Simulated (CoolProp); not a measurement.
A simple Rankine cycle with water: condensing at 325.15 K, boiler at 10.2 MPa, turbine inlet 588 K, turbine efficiency 0.7, pump efficiency 0.7, no recuperator. Each further row changes one setting.

Model: reference Helmholtz-energy equation of state, Wagner 2002, in CoolProp.

```csv
case,thermal efficiency (%),net work (kJ/kg),heat in (kJ/kg),turbine exit temperature (K),volume ratio over the turbine
as stated,…,634,2510,325.2,…
turbine inlet 608 K,…,670,…,325.2,441
condensing temperature 317.15 K,26.1,662,2540,317.2,699
boiler pressure 7.14 MPa,24.7,659,2670,325.2,…
turbine efficiency 0.6,…,…,2510,325.2,505
```

Problem. What belongs in the gaps?

Solution. 
- as stated, thermal efficiency (%): 25.3
- as stated, volume ratio over the turbine: 481
- turbine inlet 608 K, thermal efficiency (%): 25.6
- turbine inlet 608 K, heat in (kJ/kg): 2620
- boiler pressure 7.14 MPa, volume ratio over the turbine: 302
- turbine efficiency 0.6, thermal efficiency (%): 21.6
- turbine efficiency 0.6, net work (kJ/kg): 541

The expansion ends wet for: as stated; turbine inlet 608 K; condensing temperature 317.15 K; boiler pressure 7.14 MPa; turbine efficiency 0.6.
